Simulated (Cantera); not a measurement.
Charge: 1 mol TiN, 29 mol HCl, 15 mol N2, 0.4 mol O2, equilibrated at 1050 K and 0.285 Torr.

These are equilibrium values from Cantera (NASA tables, ideal gas, pure condensed phases), not measurements of a reactor. Candidate condensed phases: H2O, NH4Cl, Ti, TiCl2, TiCl3, TiCl4, TiN, TiO, TiO2, Ti2O3, Ti3O5, Ti4O7; 38 gas species. Condensed phases not in the tables: TiOCl. Kinetics and transport are ignored.

Base state: HCl 0.606, N2 0.353, H2 0.0269, TiCl4 0.0129, TiCl3 0.000756, H2O 1.87e-5 (mole fractions); condensed: TiO2(rutile).

Q: What changes in the equilibrium state with this change: temperature from 1050 K to 1700 K?

A: 
| species | before | after |
|---|---|---|
| HCl | 0.606 | 0.592 |
| N2 | 0.353 | 0.346 |
| H2 | 0.0269 | 0.0274 |
| Cl | 1.40e-6 | 0.0210 |
| TiCl4 | 0.0129 | 0.000693 |
| TiCl3 | 0.000756 | 0.0103 |
| TiCl2 | 5.97e-9 | 0.000623 |
| TiOCl2 | 2.66e-9 | 0.000228 |
| H | 6.83e-8 | 0.00125 |
| TiO2(rutile), mol | 0.400 | 0 |
| Ti3O5(s), mol | 0 | 0.156 |
The tables' values for TiCl2 are old estimates; treat these amounts as uncertain.
